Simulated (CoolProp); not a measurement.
A Linde-Hampson liquefier for CF4 (R14): isothermal reversible compression at 250 K from 1 atm to 25 MPa, throttling to 1 atm, return gas leaving the recuperator 2 K below the feed. Each further row changes one setting.

The numbers come from the reference Helmholtz-energy equation of state, Platzer 1990 in CoolProp. This equation is an older, rougher fit; its heat capacities, sound speeds and derivatives of the liquid may be far off and weren't checked against measurements.

```
case                        liquid yield per pass  compression work (kJ/kg of gas)
--------------------------  ---------------------  -------------------------------
as stated                                       ?                              104
high pressure 50 MPa                            ?                                ?
warm-end temperature 280 K                  0.337                                ?
warm-end gap 7 K                                ?                              104
```

### Question
What belongs in the gaps?

### Answer

- as stated, liquid yield per pass: 0.433
- high pressure 50 MPa, liquid yield per pass: 0.410
- high pressure 50 MPa, compression work (kJ/kg of gas): 124
- warm-end temperature 280 K, compression work (kJ/kg of gas): 126
- warm-end gap 7 K, liquid yield per pass: 0.424
